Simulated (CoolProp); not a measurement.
Properties of R141b along the isobar 3.43 MPa (Tc = 204.4 °C, pc = 4.212 MPa, ω = 0.220).

Model: reference Helmholtz-energy equation of state, Lemmon 2006, in CoolProp. It is a short technical equation, of lower accuracy than the large ones.

```
T (°C)   phase  density (kg/m³)  cv (kJ/(kg K))  expansivity (1/kK)  fugacity coefficient
------  ------  ---------------  --------------  ------------------  --------------------
9.75    liquid             1269          0.7953               1.447               0.01403
25.35   liquid             1240          0.8073               1.518               0.02553
40.85   liquid             1210          0.8202                   …                     …
56.35   liquid             1180          0.8340               1.709               0.06812
71.85   liquid             1148          0.8483                   …                0.1023
87.35   liquid             1114          0.8629               2.002                0.1468
102.85  liquid             1078               …               2.213                0.2023
118.35  liquid                …          0.8931               2.493                0.2693
133.85  liquid            997.7          0.9086               2.888                0.3473
149.35  liquid            949.9               …               3.490                     …
164.85  liquid            893.3          0.9426               4.557                0.5325
180.35  liquid            818.8          0.9646               7.180                0.6351
195.85     gas            180.9           1.014               15.77                0.7164
211.35     gas            152.0          0.9896               8.532                0.7491
226.85     gas            135.9          0.9833               6.207                     …
```

Some entries are withheld; supply them.


- 40.85, expansivity (1/kK): 1.604
- 40.85, fugacity coefficient: 0.04301
- 71.85, expansivity (1/kK): 1.839
- 102.85, cv (kJ/(kg K)): 0.8779
- 118.35, density (kg/m³): 1040
- 149.35, cv (kJ/(kg K)): 0.9249
- 149.35, fugacity coefficient: 0.4356
- 226.85, fugacity coefficient: 0.7760
